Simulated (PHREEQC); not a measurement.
Synthetic water in mg/kgw, 15 °C, pH 3.47, pe 10: Na 205; K 82.4; Ca 319; Mg 17.9; Cl 35.8; S(6) as SO4 1330; Zn 55.2; Fe(3) 5.31.

Valence states are taken as typed.

Equilibrium calculation in PHREEQC: ion-association model, phreeqc.dat.

The ionic strength comes out as 0.0405 mol/kgw. What activity coefficients do Cl-, Zn+2, HSO4-, Fe(OH)2+, Fe+3 get?

Cl- 0.83, Zn+2 0.50, HSO4- 0.84, Fe(OH)2+ 0.84, Fe+3 0.27.

Precipitation was switched off in this run. The solution is supersaturated, for example in Jarosite-K, Hematite (slow to form), so a real one may precipitate; this is no full list. Species that the database lacks are ignored.
